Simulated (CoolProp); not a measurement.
Saturation properties of oxygen (Tc = -118.6 °C, pc = 5046 kPa, ω = 0.022).

Computed with CoolProp (reference Helmholtz-energy equation of state, Schmidt 1985).

| T (°C) | p (kPa) | liquid density (kg/m³) | surface tension (mN/m) |
|---|---|---|---|
| -176.85 | 183.9 | 1110 | 11.6 |
| -171.85 | … | 1084 | 10.4 |
| -166.85 | 417.2 | 1057 | 9.24 |
| -161.85 | 593.7 | … | … |
| -156.75 | 824.5 | … | 6.93 |
| -151.75 | 1108 | 964.6 | 5.84 |
| -146.75 | … | 929.6 | … |
| -141.65 | 1883 | … | 3.74 |
| -136.65 | 2384 | 847.4 | … |

Task: What belongs in the gaps?

Result: 
- -171.85, p (kPa): 282.9
- -161.85, liquid density (kg/m³): 1028
- -161.85, surface tension (mN/m): 8.08
- -156.75, liquid density (kg/m³): 996.9
- -146.75, p (kPa): 1455
- -146.75, surface tension (mN/m): 4.78
- -141.65, liquid density (kg/m³): 890.5
- -136.65, surface tension (mN/m): 2.77

It boils at -183.0 °C under 1 atm.

Surface tension comes from a separate correlation (Mulero 2012).
